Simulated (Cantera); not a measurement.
Cantera run:

```python
import numpy as np
import cantera as ct

gas_names = """
    F F2 H HF H2 H2F2 H3F3 H4F4 H5F5 H6F6 H7F7 N NF NF2 NF3 NH NH2 NH3 N2 N2H2 N2H4 Si SiF SiF2 SiF3
    SiF4 SiH SiHF3 SiH2 SiH2F2 SiH3 SiH3F SiH4 SiN Si2 Si2N Si3
""".split()
cond_names = """
    Si(cr) Si(L) Si3N4(a)
""".split()


# ... load() reads the species with a 1 bar reference pressure and builds the phases ...
atoms = {
    'Si': {'Si': 1},
    'HF': {'H': 1, 'F': 1},
    'N2': {'N': 2},
}
top_T = {'Si3N4(a)': 2400}  # K; cautious upper limits of use, not melting points


# ... equilibrate(T, P, feed) seeds the gas with the atoms and calls Mixture.equilibrate('TP', solver="vcs", rtol=1e-11, max_steps=5000) ...
results = []
feed = {'Si': 1, 'HF': 2.8, 'N2': 0.11}  # mol
T = 1025  # K
P = 18  # Pa
mix = equilibrate(T, P, feed)
results.append((T, P, feed, dict(zip(mix.species_names, mix.species_moles))))
x = sorted(zip(gas.X, gas.species_names), reverse=True)
print(f"T = {T:g} K  P = {P:g} Pa  gas = {mix.phase_moles(0):.4g} mol")
print("   x: " + "  ".join(f"{s} {v:.3e}" for v, s in x if v > 1e-05))
print("   condensed (mol): " + ("  ".join(f"{mix.phase(i).name} {mix.phase_moles(i):.4g}"
      for i in range(1, mix.n_phases) if mix.phase_moles(i) > 1e-12) or "none"))
```

It prints:

```
T = 1025 K  P = 18 Pa  gas = 2.1 mol
   x: H2 6.645e-01  SiF4 3.276e-01  SiHF3 4.219e-03  SiF3 3.386e-03  HF 1.661e-04  SiF2 6.724e-05  SiH2F2 2.847e-05
   condensed (mol): Si(cr) 0.131  Si3N4(a) 0.055
```

Equilibrium computed with Cantera from the NASA thermochemical tables; the gas is ideal and each condensed phase is pure. N2 is the only nitrogen source here; it is nearly inert below about 1500 K, so the nitride shown seldom forms there in practice. Mutual solubility and eutectic melting of coexisting phases are not modelled. The tables' values for SiF3, SiF2 are old estimates; treat these amounts as uncertain.
